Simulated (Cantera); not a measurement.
A closed system holds: 1 mol Pb, 0.75 mol O₂, a varied amount of N₂, at 1648 K and 0.133 bar.

Equilibrium computed with Cantera from the NASA thermochemical tables; the gas is ideal and each condensed phase is pure. Candidate condensed phases: Pb, PbO, PbO₂, Pb₃O₄; 12 gas species. Gases not in the tables: (PbO)n polymers. Rates play no part.

Question: Which condensed phases are stable at each of these points (n(N₂) (mol)): 0.73, 0.99, 1.4, 1.8, 2.5, 3.4, 4.7, 6.4, 8.7, 12, 16, 22, 30?

Answer: 
| n(N₂) (mol) | condensed phases | Pb condensed (%) |
|---|---|---|
| 0.73 | PbO(l) | 35.0 |
| 0.99 | PbO(l) | 16.4 |
| 1.4 | gas only | 0.0 |
| 1.8 | gas only | 0.0 |
| 2.5 | gas only | 0.0 |
| 3.4 | gas only | 0.0 |
| 4.7 | gas only | 0.0 |
| 6.4 | gas only | 0.0 |
| 8.7 | gas only | 0.0 |
| 12 | gas only | 0.0 |
| 16 | gas only | 0.0 |
| 22 | gas only | 0.0 |
| 30 | gas only | 0.0 |

From 0.73 mol N₂ to 0.99 mol N₂ the condensed part is PbO(l). From 1.4 mol N₂ to 30 mol N₂ nothing is condensed.
